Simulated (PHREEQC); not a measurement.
**Alkaline etch or developer**

Dissolve 24 mmol/kgw NH3, 4.3 mmol/kgw CO2 and 1.5 mmol/kgw Na2CO3 at 25 °C. Closed to the air; pH follows from the charge balance.

All values are PHREEQC results (ion-association model, phreeqc.dat), not measurements.

Each row changes one thing in this solution. No solid was allowed to form.

| case | pH | ionic strength (mol/kgw) | HCO3- (mol/kgw) | CO3-2 (mol/kgw) | NaCO3- (mol/kgw) | NaHCO3 (mol/kgw) |
|---|---|---|---|---|---|---|
| as made | 9.89 | 0.00964 | 0.00385 | 0.00188 | 6.92e-5 | 5.18e-6 |
| temperature from 25 to 30 °C | 9.76 | 0.00916 | 0.00408 | 0.00163 | … | 5.34e-6 |
| NH3 from 0.024 to 0.048 mol/kgw | 10.16 | 0.0114 | 0.00296 | 0.00274 | … | 3.89e-6 |
| NH3 left out | 6.36 | 0.00300 | 0.00299 | 3.80e-7 | 1.68e-8 | 4.48e-6 |
| NH3 from 0.024 to 0.012 mol/kgw | … | 0.00806 | 0.00464 | 0.00111 | 4.25e-5 | 6.39e-6 |
| Na2CO3 replaced by Na2B4O7 at the same molality | 9.69 | 0.0109 | … | 0.00101 | 3.67e-5 | 4.38e-6 |
| 0.0015 mol/kgw Na2SO4 added | 9.89 | 0.0141 | 0.00373 | 0.00193 | 0.000132 | 9.67e-6 |
| CO2 from 0.0043 to 0.00387 mol/kgw | 9.94 | 0.00919 | 0.00343 | 0.00187 | 6.93e-5 | 4.64e-6 |

Complete the blanks.


- temperature from 25 to 30 °C, NaCO3- (mol/kgw): 7.74e-5
- NH3 from 0.024 to 0.048 mol/kgw, NaCO3- (mol/kgw): 9.71e-5
- NH3 from 0.024 to 0.012 mol/kgw, pH: 9.59
- Na2CO3 replaced by Na2B4O7 at the same molality, HCO3- (mol/kgw): 0.00325
